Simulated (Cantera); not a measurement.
# Hydrogen reduction and annealing atmospheres: Cr2O3 + H2 + N2

Charge: 1 mol Cr2O3, 2800 mol H2, 3.2 mol N2, at 105 Torr.

Cantera equilibrium calculation (NASA polynomials, part measured and part estimated; ideal gas, pure solids and liquids). Candidate condensed phases: Cr, CrN, Cr2N, Cr2O3, H2O; 29 gas species. Mutual solubility and eutectic melting of coexisting phases are not modelled. Rates play no part.

```json
[
 {"T (°C)": "900", "log p H2": "-0.85", "log p N2": "-3.80", "log p H2O": "-4.97", "log p H": "-7.36", "log p Cr": "-10.02", "log p NH3": "-6.84", "log p CrO": "<-12", "log p OH": "<-12", "n Cr(s)": "0.144", "n Cr2O3(s)": "0.928"},
 {"T (°C)": "950", "log p H2": "-0.85", "log p N2": "-3.80", "log p H2O": "-4.74", "log p H": "-6.95", "log p Cr": "-9.31", "log p NH3": "-6.94", "log p CrO": "<-12", "log p OH": "<-12", "n Cr(s)": "0.243", "n Cr2O3(s)": "0.879"},
 {"T (°C)": "1000", "log p H2": "-0.85", "log p N2": "-3.80", "log p H2O": "-4.53", "log p H": "-6.57", "log p Cr": "-8.65", "log p NH3": "-7.04", "log p CrO": "<-12", "log p OH": "-12.19", "n Cr(s)": "0.393", "n Cr2O3(s)": "0.804"},
 {"T (°C)": "1050", "log p H2": "-0.85", "log p N2": "-3.80", "log p H2O": "-4.34", "log p H": "-6.23", "log p Cr": "-8.05", "log p NH3": "-7.13", "log p CrO": "-12.22", "log p OH": "-11.55", "n Cr(s)": "0.612", "n Cr2O3(s)": "0.694"},
 {"T (°C)": "1100", "log p H2": "-0.85", "log p N2": "-3.80", "log p H2O": "-4.16", "log p H": "-5.90", "log p Cr": "-7.49", "log p NH3": "-7.21", "log p CrO": "-11.43", "log p OH": "-10.96", "n Cr(s)": "0.923", "n Cr2O3(s)": "0.538"},
 {"T (°C)": "1150", "log p H2": "-0.85", "log p N2": "-3.80", "log p H2O": "-3.99", "log p H": "-5.61", "log p Cr": "-6.98", "log p NH3": "-7.28", "log p CrO": "-10.69", "log p OH": "-10.41", "n Cr(s)": "1.35", "n Cr2O3(s)": "0.324"},
 {"T (°C)": "1200", "log p H2": "-0.85", "log p N2": "-3.80", "log p H2O": "-3.84", "log p H": "-5.33", "log p Cr": "-6.50", "log p NH3": "-7.35", "log p CrO": "-10.01", "log p OH": "-9.90", "n Cr(s)": "1.92", "n Cr2O3(s)": "0.0358"},
 {"T (°C)": "1250", "log p H2": "-0.85", "log p N2": "-3.80", "log p H2O": "-3.82", "log p H": "-5.06", "log p Cr": "-6.05", "log p NH3": "-7.42", "log p CrO": "-9.50", "log p OH": "-9.54", "n Cr(s)": "1.98", "n Cr2O3(s)": "0"},
 {"T (°C)": "1300", "log p H2": "-0.85", "log p N2": "-3.80", "log p H2O": "-3.82", "log p H": "-4.82", "log p Cr": "-5.63", "log p NH3": "-7.48", "log p CrO": "-9.04", "log p OH": "-9.23", "n Cr(s)": "1.95", "n Cr2O3(s)": "0"}
]
```
log p: log10 of the partial pressure in bar; n: condensed amount in mol.

From 900 °C to 1200 °C the condensed part is Cr(s) + Cr2O3(s). From 1250 °C to 1300 °C the condensed part is Cr(s).
